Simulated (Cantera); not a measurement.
A perfectly stirred reactor is fed with CO : O₂ : H₂O : N₂ = 0.003 : 0.0078 : 0.017 : 1 (molar parts), equivalence ratio 0.19, at 101000 Pa; it is held at 1248 K, and followed from long to short residence time.

Model: GRI-Mech 3.0 (53 species, 325 reactions), integrated in Cantera.

Q: What does this change do: pressure from 101000 Pa to 210000 Pa?

A: 
| quantity | before | after |
|---|---|---|
| x(CO) at τ = 0.380 s | 9.77e-5 | 8.52e-5 |
| x(O₂) at τ = 0.380 s | 0.00618 | 0.00618 |
| x(H₂O) at τ = 0.380 s | 0.0165 | 0.0166 |
| x(OH) at τ = 0.380 s | 2.71e-5 | 1.49e-5 |
| x(HO₂) at τ = 0.380 s | 4.40e-7 | 4.52e-7 |
| x(CO) at τ = 8.50 ms | 0.00102 | 0.000927 |
| x(O₂) at τ = 8.50 ms | 0.00664 | 0.00660 |
| x(H₂O) at τ = 8.50 ms | 0.0164 | 0.0165 |
| x(OH) at τ = 8.50 ms | 7.70e-5 | 4.26e-5 |
| x(HO₂) at τ = 8.50 ms | 1.65e-6 | 2.43e-6 |
